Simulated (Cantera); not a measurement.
Feed: 1 mol SiH₂Cl₂, 0.19 mol HCl, 4.5 mol N₂, held at 13.3 mbar.

Cantera equilibrium calculation (NASA polynomials, part measured and part estimated; ideal gas, pure solids and liquids). Candidate condensed phases: NH₄Cl, Si, Si₃N₄; 28 gas species. N₂ is the only nitrogen source here; it is nearly inert below about 1500 K, so the nitride shown seldom forms there in practice. The tables' values for SiCl₃ are old estimates; treat these amounts as uncertain. Equilibrium is a limit: real reactors are often held back by kinetics, nucleation or transport.

x: gas mole fraction; n: condensed amount in mol.

```csv
T (°C),x N₂,x HCl,x H₂,x SiCl₄,x SiCl₂,x SiCl₃,n Si₃N₄(s)
577,0.674,0.199,0.0846,0.0423,4.22e-9,1.59e-6,0.250
652,0.671,0.210,0.0793,0.0396,1.06e-7,1.03e-5,0.255
727,0.669,0.218,0.0750,0.0374,1.61e-6,4.99e-5,0.259
802,0.668,0.225,0.0714,0.0355,1.67e-5,0.000193,0.262
877,0.667,0.230,0.0685,0.0336,0.000126,0.000622,0.265
952,0.665,0.234,0.0662,0.0313,___,0.00170,0.266
1027,0.664,0.236,0.0650,0.0277,0.00334,0.00395,0.263
1102,0.662,0.231,0.0659,___,___,0.00741,0.251
1177,0.660,0.215,0.0708,0.0120,0.0313,0.0101,0.223
```

Question: Some entries are withheld; supply them.

Answer: 
- 1102, x SiCl₄: 0.0212
- 1102, x SiCl₂: 0.0119
- 952, x SiCl₂: 0.000731
